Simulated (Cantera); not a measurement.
Input: 1 mol CCl₄, 0.51 mol HCl, 0.59 mol H₂, held at 22.0 mbar.

Cantera equilibrium calculation (NASA polynomials, part measured and part estimated; ideal gas, pure solids and liquids). Candidate condensed phases: C, C₆H₆, C₇H₈, C₈H₁₈; 91 gas species. Rates play no part.

### Question
Which condensed phases are stable at each of these points (T (K)): 2900, 2925, 2950, 2975, 3000, 3025, 3050, 3075, 3100, 3125, 3150, 3175, 3200?

### Answer
```csv
T (K),condensed phases,C condensed (%)
2900,C(graphite),89.6
2925,C(graphite),86.4
2950,C(graphite),82.3
2975,C(graphite),76.8
3000,C(graphite),69.8
3025,C(graphite),60.6
3050,C(graphite),48.6
3075,C(graphite),33.1
3100,C(graphite),12.8
3125,gas only,0.0
3150,gas only,0.0
3175,gas only,0.0
3200,gas only,0.0
```

From 2900 K to 3100 K the condensed part is C(graphite). From 3125 K to 3200 K nothing is condensed.
